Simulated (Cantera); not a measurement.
What does this Cantera script print?

```python
import numpy as np
import cantera as ct

gas = ct.Solution("gri30.yaml")
gas.TPX = 1523, 40000, {'CO': 0.013, 'O2': 0.0032, 'H2O': 0.00026, 'N2': 1}
reactor = ct.IdealGasConstPressureReactor(gas, energy="off", clone=False)
net = ct.ReactorNet([reactor])
net.rtol, net.atol = 1e-08, 1e-18
show = ['CO', 'O2', 'H2O', 'H', 'H2O2']
times = np.geomspace(5e-06, 20, 10)

steps = ct.SolutionArray(gas, extra=["t"])
rows = []
print(f"{'t/s':>10s}{'T/K':>9s}{'P/Pa':>11s}" + "".join(f"{s:>11s}" for s in show))
for t in times:
    while net.time < t:
        t_next = net.step()
        steps.append(gas.state, t=t_next)
    rows.append([np.interp(t, steps.t, y) for y in (steps.T, steps.P, *steps(*show).X.T)])
    print(f"{t:10.3e}{rows[-1][0]:9.1f}{rows[-1][1]:11.4g}" + "".join(f"{x:11.3e}" for x in rows[-1][2:]))
rate = np.gradient(steps.T, steps.t)
print("integrator steps:", len(steps.t))
if steps.T.max() > steps.T[0] + 200:
    print(f"time of steepest temperature rise: {steps.t[rate.argmax()]:.4e} s")
gas.TPX = 1523, 40000, {'CO': 0.013, 'O2': 0.0032, 'H2O': 0.00026, 'N2': 1}
gas.equilibrate("TP")
print(f"equilibrium (TP): T = {gas.T:.1f} K  " + "  ".join(f"{s} {gas[s].X[0]:.3e}" for s in show))
```

It prints:

```
       t/s      T/K       P/Pa         CO         O2        H2O          H       H2O2
 5.000e-06   1523.0      4e+04  1.279e-02  3.148e-03  2.558e-04  2.537e-14  3.692e-18
 2.707e-05   1523.0      4e+04  1.279e-02  3.148e-03  2.558e-04  8.296e-13  6.374e-17
 1.466e-04   1523.0      4e+04  1.279e-02  3.148e-03  2.558e-04  4.094e-11  4.347e-16
 7.937e-04   1523.0      4e+04  1.279e-02  3.148e-03  2.558e-04  1.600e-09  1.983e-15
 4.298e-03   1523.0      4e+04  1.279e-02  3.147e-03  2.557e-04  1.213e-07  1.154e-13
 2.327e-02   1523.0      4e+04  9.588e-03  9.216e-04  9.693e-06  4.630e-04  1.052e-10
 1.260e-01   1523.0      4e+04  6.992e-03  2.188e-04  6.562e-05  3.030e-04  1.804e-10
 6.822e-01   1523.0      4e+04  6.450e-03  2.706e-06  1.687e-04  4.418e-05  6.033e-12
 3.694e+00   1523.0      4e+04  6.454e-03  2.543e-08  1.845e-04  4.440e-06  6.233e-14
 2.000e+01   1523.0      4e+04  6.453e-03  1.468e-09  1.859e-04  1.066e-06  3.604e-15
integrator steps: 1818
equilibrium (TP): T = 1523.0 K  CO 6.443e-03  O2 1.175e-10  H2O 1.863e-04  H 3.080e-07  H2O2 3.028e-16
```

Cantera simulation using GRI-Mech 3.0 (53 species, 325 reactions); the numbers are that mechanism's predictions, not measurements.
